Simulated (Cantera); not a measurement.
An adiabatic, constant-pressure homogeneous reactor starts with 38.6 % CO, 5.78 % H2, 11.7 % O2, 44.0 % N2, at 1200 K and 10.0 bar.

Model: GRI-Mech 3.0 (53 species, 325 reactions), integrated in Cantera. The hydrogen kinetics of GRI-Mech 3.0 are dated; newer H2 mechanisms differ, most at raised pressure.

Predict: time of steepest temperature rise; temperature at 0.600 s; equilibrium temperature; x(CO) at 0.600 s; x(H2) at 0.600 s; x(O2) at 0.600 s; x(CO2) at 0.600 s; x(O) at 0.600 s; x(OH) at 0.600 s.


```json
{
 "time_of_steepest_temperature_rise": "29.1 µs",
 "temperature at 0.600 s": "2829 K",
 "equilibrium_temperature": "2829 K",
 "x(CO) at 0.600 s": "0.236 (gas-phase equilibrium 0.236)",
 "x(H2) at 0.600 s": "0.00890 (gas-phase equilibrium 0.00890)",
 "x(O2) at 0.600 s": "0.00208 (gas-phase equilibrium 0.00208)",
 "x(CO2) at 0.600 s": "0.197 (gas-phase equilibrium 0.197)",
 "x(O) at 0.600 s": "0.000882 (gas-phase equilibrium 0.000882)",
 "x(OH) at 0.600 s": "0.00461 (gas-phase equilibrium 0.00461)"
}
```
